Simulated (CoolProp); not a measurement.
Vapour-liquid equilibrium of trans-2-butene (1) + acetone (2) at 113.45 °C; x and y are mole fractions of (1).

The numbers come from the multi-fluid Helmholtz-energy mixture model, Lemmon 2005 and Lemmon 2006; pair parameters Bell 2016 in CoolProp.

| x | bubble pressure (MPa) | y at the bubble point | dew pressure at overall composition x (MPa) | liquid density (mol/L) |
|---|---|---|---|---|
| 0.05 | 0.6593 | 0.223 | 0.5455 | 11.43 |
| 0.15 | 0.9120 | 0.461 | 0.6065 | 11.04 |
| 0.25 | 1.123 | 0.585 | 0.6813 | 10.65 |
| 0.35 | 1.296 | 0.662 | 0.7751 | 10.26 |
| 0.45 | 1.437 | 0.716 | 0.8961 | 9.885 |
| 0.55 | 1.556 | 0.761 | 1.056 | 9.522 |
| 0.65 | 1.660 | 0.802 | 1.268 | 9.178 |
| 0.75 | 1.756 | 0.846 | 1.527 | 8.863 |
| 0.85 | 1.844 | 0.897 | 1.763 | 8.588 |
| 0.95 | 1.920 | 0.961 | 1.909 | 8.364 |

No azeotrope shows between x = 0.05 and 0.95.

Pair parameters are fitted to limited data, so mixtures are less certain than the pure fluids.
